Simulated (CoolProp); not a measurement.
Vapour-liquid equilibrium of propane (1) + isobutene (2) at 2.65 °C; x and y are mole fractions of (1).

Computed with CoolProp (multi-fluid Helmholtz-energy mixture model, Lemmon 2009 and Lemmon 2005; pair parameters Bell 2016).

Task: Give the bubble pressure and the first vapour's composition at x = 0.05, 0.5, 0.8. Is there an azeotrope?

Result: x = 0.05: 171.1 kPa, y = 0.182; x = 0.5: 336.2 kPa, y = 0.748; x = 0.8: 439.4 kPa, y = 0.917. No azeotrope shows between x = 0.05 and 0.95.

The pair parameters rest on a limited set of measurements; away from them the model extrapolates.
